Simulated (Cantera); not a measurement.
## Adiabatic ignition

An adiabatic, constant-volume homogeneous reactor starts with CH3OH : O2 : N2 = 1 : 2.94 : 11.1 (molar parts), equivalence ratio 0.51, at 1100 K and 0.987 atm.

Detailed kinetics in Cantera: GRI-Mech 3.0 (53 species, 325 reactions). GRI-Mech 3.0 was tuned for natural gas; its chemistry of methanol as a main component is partial and can be far from experiment.

```csv
t (s),T (K),P (bar),x CH3OH,x O2,x H2O,x CH2O,x HCN,x N2O,x NO
2.00e-6,1100,1.00,0.0665,0.195,2.93e-10,2.78e-10,<1e-12,<1e-12,<1e-12
8.73e-6,1100,1.00,0.0665,0.195,1.39e-9,1.75e-9,<1e-12,<1e-12,<1e-12
3.81e-5,1100,1.00,0.0665,0.195,6.20e-9,8.64e-9,<1e-12,<1e-12,<1e-12
0.000166,1100,1.00,0.0665,0.195,2.74e-8,4.29e-8,<1e-12,<1e-12,<1e-12
0.000725,1100,1.00,0.0665,0.195,1.21e-7,2.06e-7,<1e-12,<1e-12,<1e-12
0.00316,1100,1.00,0.0665,0.195,5.41e-7,9.51e-7,<1e-12,1.60e-12,<1e-12
0.0138,1100,1.00,0.0665,0.195,3.86e-6,6.48e-6,<1e-12,3.01e-11,<1e-12
0.0602,1108,1.01,0.0641,0.194,0.00163,0.00197,<1e-12,1.41e-9,<1e-12
0.263,2404,2.27,<1e-12,0.0857,0.123,2.83e-12,3.26e-12,9.25e-7,0.0117
1.15,2404,2.27,<1e-12,0.0857,0.123,2.83e-12,3.26e-12,9.25e-7,0.0117
5.00,2404,2.27,<1e-12,0.0857,0.123,2.83e-12,3.26e-12,9.25e-7,0.0117
```
x: mole fraction; the columns are a selection and need not sum to one.

```yaml
time_of_steepest_temperature_rise: 65.8 ms
temperature at 5.00 s: 2404 K
equilibrium_temperature: 2404 K
x(CH3OH) at 5.00 s: <1e-12 (gas-phase equilibrium <1e-12)
x(O2) at 5.00 s: 0.0857 (gas-phase equilibrium 0.0857)
x(H2O) at 5.00 s: 0.123 (gas-phase equilibrium 0.123)
```
